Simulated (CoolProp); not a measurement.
A simple Rankine cycle with R21: condensing at 329.15 K, boiler at 1.18 MPa, turbine inlet 472 K, turbine efficiency 0.7, pump efficiency 0.7, no recuperator. Each further row changes one setting.

Computed with CoolProp (reference Helmholtz-energy equation of state, Platzer 1990). This equation is an older, rougher fit; its heat capacities, sound speeds and derivatives of the liquid may be far off and weren't checked against measurements.

```csv
case,thermal efficiency (%),net work (kJ/kg),heat in (kJ/kg),turbine exit temperature (K),volume ratio over the turbine
as stated,6.9,21.3,308,434.5,2.40
condensing temperature 321.15 K,8.3,26.3,316,426.2,2.96
boiler pressure 0.826 MPa,4.4,13.7,311,449.3,1.71
turbine efficiency 0.6,5.9,18.1,308,438.8,2.43
```
